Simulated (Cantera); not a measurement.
Cantera run:

```python
import numpy as np
import cantera as ct

gas_names = """
    Hg N NO NO2 NO3 N2 N2O O O2 O3
""".split()
cond_names = """
    Hg(cr) Hg(L) HgO(s)
""".split()


def load(file, names, dense=False):
    # The tables refer to 1 bar. Condensed volumes are neglected.
    table = {s.name: s for s in ct.Species.list_from_file(file)}
    out = []
    for n in names:
        d = dict(table[n].input_data)
        d["thermo"] = dict(d["thermo"], **{"reference-pressure": 1e5})
        if dense:
            d["equation-of-state"] = {"model": "constant-volume", "density": "1e6 g/cm^3"}
        out.append(ct.Species.from_dict(d))
    return out


gas = ct.Solution(thermo="ideal-gas", species=load("nasa_gas.yaml", gas_names))
cond = {s.name: ct.Solution(thermo="fixed-stoichiometry", species=[s], name=s.name)
        for s in load("nasa_condensed.yaml", cond_names, dense=True)}
atoms = {
    'HgO': {'Hg': 1, 'O': 1},
    'O2': {'O': 2},
    'N2': {'N': 2},
}
top_T = {}  # K; cautious upper limits of use, not melting points


def equilibrate(T, P, feed):
    n = {}
    for name, mol in feed.items():
        for a, k in atoms[name].items():
            n[a] = n.get(a, 0.0) + k * mol
    gas.TPX = T, P, n
    mass = sum(n.values()) * gas.mean_molecular_weight
    gas.equilibrate("TP")
    valid = [c for c in cond.values() if c.min_temp <= T <= top_T.get(c.name, c.max_temp)]
    mix = ct.Mixture([(gas, mass / gas.mean_molecular_weight)] + [(c, 0.0) for c in valid])
    mix.T, mix.P = T, P
    mix.equilibrate("TP", solver="vcs", rtol=1e-11, max_steps=5000)
    return mix


results = []
feed = {'HgO': 1, 'O2': 0.022, 'N2': 12}  # mol
for P in [10, 52, 270, 1400, 7200, 37000, 190000, 1000000]:
    for T in [525, 575, 625, 675, 725, 775, 825, 875, 925, 975, 1025, 1075, 1125, 1175]:
        mix = equilibrate(T, P, feed)
        results.append((T, P, feed, dict(zip(mix.species_names, mix.species_moles))))

for T, P, feed, n in results:
    print(f"{T:7g} {P:10.4g}  " + (" + ".join(c for c in cond_names if n.get(c, 0) > 1e-12) or "gas only"))
```

Output:

```
    525         10  gas only
    575         10  gas only
    625         10  gas only
    675         10  gas only
    725         10  gas only
    775         10  gas only
    825         10  gas only
    875         10  gas only
    925         10  gas only
    975         10  gas only
   1025         10  gas only
   1075         10  gas only
   1125         10  gas only
   1175         10  gas only
    525         52  gas only
    575         52  gas only
    625         52  gas only
    675         52  gas only
    725         52  gas only
    775         52  gas only
    825         52  gas only
    875         52  gas only
    925         52  gas only
    975         52  gas only
   1025         52  gas only
   1075         52  gas only
   1125         52  gas only
   1175         52  gas only
    525        270  gas only
    575        270  gas only
    625        270  gas only
    675        270  gas only
    725        270  gas only
    775        270  gas only
    825        270  gas only
    875        270  gas only
    925        270  gas only
    975        270  gas only
   1025        270  gas only
   1075        270  gas only
   1125        270  gas only
   1175        270  gas only
    525       1400  gas only
    575       1400  gas only
    625       1400  gas only
    675       1400  gas only
    725       1400  gas only
    775       1400  gas only
    825       1400  gas only
    875       1400  gas only
    925       1400  gas only
    975       1400  gas only
   1025       1400  gas only
   1075       1400  gas only
   1125       1400  gas only
   1175       1400  gas only
    525       7200  HgO(s)
    575       7200  gas only
    625       7200  gas only
    675       7200  gas only
    725       7200  gas only
    775       7200  gas only
    825       7200  gas only
    875       7200  gas only
    925       7200  gas only
    975       7200  gas only
   1025       7200  gas only
   1075       7200  gas only
   1125       7200  gas only
   1175       7200  gas only
    525    3.7e+04  HgO(s)
    575    3.7e+04  HgO(s)
    625    3.7e+04  gas only
    675    3.7e+04  gas only
    725    3.7e+04  gas only
    775    3.7e+04  gas only
    825    3.7e+04  gas only
    875    3.7e+04  gas only
    925    3.7e+04  gas only
    975    3.7e+04  gas only
   1025    3.7e+04  gas only
   1075    3.7e+04  gas only
   1125    3.7e+04  gas only
   1175    3.7e+04  gas only
    525    1.9e+05  HgO(s)
    575    1.9e+05  HgO(s)
    625    1.9e+05  HgO(s)
    675    1.9e+05  gas only
    725    1.9e+05  gas only
    775    1.9e+05  gas only
    825    1.9e+05  gas only
    875    1.9e+05  gas only
    925    1.9e+05  gas only
    975    1.9e+05  gas only
   1025    1.9e+05  gas only
   1075    1.9e+05  gas only
   1125    1.9e+05  gas only
   1175    1.9e+05  gas only
    525      1e+06  HgO(s)
    575      1e+06  HgO(s)
    625      1e+06  HgO(s)
    675      1e+06  HgO(s)
    725      1e+06  gas only
    775      1e+06  gas only
    825      1e+06  gas only
    875      1e+06  gas only
    925      1e+06  gas only
    975      1e+06  gas only
   1025      1e+06  gas only
   1075      1e+06  gas only
   1125      1e+06  gas only
   1175      1e+06  gas only
```

These are equilibrium values from Cantera (NASA tables, ideal gas, pure condensed phases), not measurements of a reactor.
